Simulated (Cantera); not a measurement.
Feed: 1 mol Si3N4, 0.98 mol H2O, 60 mol N2, at 75.0 Torr.

Cantera equilibrium calculation (NASA polynomials, part measured and part estimated; ideal gas, pure solids and liquids). Candidate condensed phases: H2O, Si, SiO2, Si2N2O, Si3N4; 35 gas species. Mutual solubility and eutectic melting of coexisting phases are not modelled. Equilibrium is a limit: real reactors are often held back by kinetics, nucleation or transport. All values below are at 1627 °C.

Base state: N2 0.973, H2 0.0156, SiO 0.0109, H 0.000313, Si 7.11e-5 (mole fractions); condensed: Si2N2O(s) + Si3N4(s).

**Question.** What changes in the equilibrium state with this change: pressure from 75.0 Torr to 7.50 Torr?

**Answer.** 
```tsv
species	before	after
N2	0.973	0.968
SiO	0.0109	0.0153
H2	0.0156	0.0148
Si	7.11e-5	0.00126
Si2	3.22e-7	1.01e-5
Si2N	6.06e-6	6.01e-5
SiN	7.42e-6	4.15e-5
SiH	2.44e-6	1.33e-5
H	0.000313	0.000966
Si2N2O(s), mol	0.299	0
Si3N4(s), mol	0.572	0
Si(l), mol	0	1.93
```
The tables' values for SiN are old estimates; treat these amounts as uncertain.
